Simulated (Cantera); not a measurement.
An isothermal, constant-pressure homogeneous reactor starts with 27.8 % CH₄, 72.2 % N₂, at 1825 K and 20.0 Torr.

Computed with Cantera and GRI-Mech 3.0 (53 species, 325 reactions). GRI-Mech 3.0 stops at C3 and has no aromatics, soot or wall deposition, so with more carbon than oxygen in the feed, carbon stays in small species such as C2H2 where larger ones or solid carbon would form. Radical loss at walls, strong at low pressure, is not modelled.

x: mole fraction; the columns are a selection and need not sum to one.

| t (s) | x CH₄ | x C₂H₂ | x C₂H₄ | x CH₂ | x HCN |
|---|---|---|---|---|---|
| 3.00e-6 | 0.278 | <1e-12 | <1e-12 | 1.21e-12 | <1e-12 |
| 2.06e-5 | 0.278 | <1e-12 | 1.55e-10 | 1.82e-10 | <1e-12 |
| 0.000141 | 0.278 | 5.45e-10 | 1.67e-7 | ? | <1e-12 |
| 0.000965 | 0.276 | 1.83e-6 | 6.83e-5 | ? | 2.10e-11 |
| 0.00662 | 0.231 | 0.00534 | 0.0112 | ? | 2.69e-8 |
| 0.0453 | 0.0450 | 0.0893 | 0.000876 | ? | 2.11e-6 |
| 0.311 | 0.00333 | 0.107 | 2.63e-5 | ? | 1.13e-5 |
| 2.13 | 0.000248 | 0.108 | 1.84e-5 | ? | 2.92e-5 |
| 14.6 | 7.58e-5 | 0.109 | 1.84e-5 | 3.97e-8 | 5.08e-5 |
| 100 | 7.48e-5 | 0.108 | 1.84e-5 | 3.92e-8 | 0.000159 |

Q: Some entries are withheld; supply them.

A: 
- 0.000141, x CH₂: 8.03e-9
- 0.000965, x CH₂: 3.17e-7
- 0.00662, x CH₂: 6.78e-6
- 0.0453, x CH₂: 4.26e-6
- 0.311, x CH₂: 1.14e-6
- 2.13, x CH₂: 1.29e-7
